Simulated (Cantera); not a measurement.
Input (Python, Cantera):

```python
import numpy as np
import cantera as ct

gas = ct.Solution("gri30.yaml")


def delay(T, t_max=10):
    gas.TPX = T, 500000, {'CH4': 1, 'CO': 0.21, 'O2': 4.58, 'N2': 17.2, 'CO2': 2.7}
    reactor = ct.IdealGasConstPressureReactor(gas, clone=False)
    net = ct.ReactorNet([reactor])
    net.rtol, net.atol = 1e-8, 1e-16
    while net.time < t_max:
        t_old, T_old = net.time, reactor.T
        net.step()
        if reactor.T > T + 400:  # ignition: a rise of 400 K
            return t_old + (T + 400 - T_old) / (reactor.T - T_old) * (net.time - t_old)
    return np.nan


taus = []
for T in [1198, 1298, 1398, 1498, 1598, 1698, 1798, 1898]:
    taus.append(delay(T))
    print(f"T0 = {T:6g} K   tau = {taus[-1]:.4e} s")
```

It prints:

```
T0 =   1198 K   tau = 8.8208e-03 s
T0 =   1298 K   tau = 2.4971e-03 s
T0 =   1398 K   tau = 8.1240e-04 s
T0 =   1498 K   tau = 2.9946e-04 s
T0 =   1598 K   tau = 1.2467e-04 s
T0 =   1698 K   tau = 5.8452e-05 s
T0 =   1798 K   tau = 3.1013e-05 s
T0 =   1898 K   tau = 1.8916e-05 s
```

Model: GRI-Mech 3.0 (53 species, 325 reactions), integrated in Cantera.
